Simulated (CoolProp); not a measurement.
Saturation properties of nitrogen.

Values from CoolProp's reference Helmholtz-energy equation of state, Span 2000.

```json
[
 {"T (K)": "95.5", "p (MPa)": "0.5615", "vapour density (kg/m³)": "23.12", "liquid cp (kJ/(kg K))": "2.221", "surface tension (mN/m)": "4.98", "vapour viscosity (µPa s)": "6.98"},
 {"T (K)": "97.3", "p (MPa)": "0.6422", "vapour density (kg/m³)": "26.38", "liquid cp (kJ/(kg K))": "2.256", "surface tension (mN/m)": "4.62", "vapour viscosity (µPa s)": "7.16"},
 {"T (K)": "99.1", "p (MPa)": "0.7308", "vapour density (kg/m³)": "30.00", "liquid cp (kJ/(kg K))": "2.296", "surface tension (mN/m)": "4.26", "vapour viscosity (µPa s)": "7.34"},
 {"T (K)": "100.9", "p (MPa)": "0.8279", "vapour density (kg/m³)": "34.03", "liquid cp (kJ/(kg K))": "2.342", "surface tension (mN/m)": "3.91", "vapour viscosity (µPa s)": "7.52"},
 {"T (K)": "102.8", "p (MPa)": "0.9402", "vapour density (kg/m³)": "38.76", "liquid cp (kJ/(kg K))": "2.399", "surface tension (mN/m)": "3.55", "vapour viscosity (µPa s)": "7.73"},
 {"T (K)": "104.6", "p (MPa)": "1.056", "vapour density (kg/m³)": "43.77", "liquid cp (kJ/(kg K))": "2.463", "surface tension (mN/m)": "3.21", "vapour viscosity (µPa s)": "7.93"},
 {"T (K)": "106.4", "p (MPa)": "1.182", "vapour density (kg/m³)": "49.35", "liquid cp (kJ/(kg K))": "2.539", "surface tension (mN/m)": "2.88", "vapour viscosity (µPa s)": "8.15"},
 {"T (K)": "108.2", "p (MPa)": "1.319", "vapour density (kg/m³)": "55.59", "liquid cp (kJ/(kg K))": "2.631", "surface tension (mN/m)": "2.56", "vapour viscosity (µPa s)": "8.38"},
 {"T (K)": "110", "p (MPa)": "1.466", "vapour density (kg/m³)": "62.58", "liquid cp (kJ/(kg K))": "2.743", "surface tension (mN/m)": "2.24", "vapour viscosity (µPa s)": "8.63"},
 {"T (K)": "111.8", "p (MPa)": "1.625", "vapour density (kg/m³)": "70.47", "liquid cp (kJ/(kg K))": "2.883", "surface tension (mN/m)": "1.94", "vapour viscosity (µPa s)": "8.89"},
 {"T (K)": "113.6", "p (MPa)": "1.795", "vapour density (kg/m³)": "79.43", "liquid cp (kJ/(kg K))": "3.062", "surface tension (mN/m)": "1.64", "vapour viscosity (µPa s)": "9.19"},
 {"T (K)": "115.5", "p (MPa)": "1.990", "vapour density (kg/m³)": "90.33", "liquid cp (kJ/(kg K))": "3.315", "surface tension (mN/m)": "1.34", "vapour viscosity (µPa s)": "9.54"},
 {"T (K)": "117.3", "p (MPa)": "2.187", "vapour density (kg/m³)": "102.4", "liquid cp (kJ/(kg K))": "3.650", "surface tension (mN/m)": "1.06", "vapour viscosity (µPa s)": "9.91"},
 {"T (K)": "119.1", "p (MPa)": "2.399", "vapour density (kg/m³)": "116.8", "liquid cp (kJ/(kg K))": "4.151", "surface tension (mN/m)": "0.802", "vapour viscosity (µPa s)": "10.4"},
 {"T (K)": "120.9", "p (MPa)": "2.626", "vapour density (kg/m³)": "134.4", "liquid cp (kJ/(kg K))": "4.985", "surface tension (mN/m)": "0.557", "vapour viscosity (µPa s)": "10.9"}
]
```

It boils at 77.4 K under 1 atm.

Viscosity comes from a separate model (Lemmon 2004). Surface tension comes from a separate correlation (Mulero 2012).
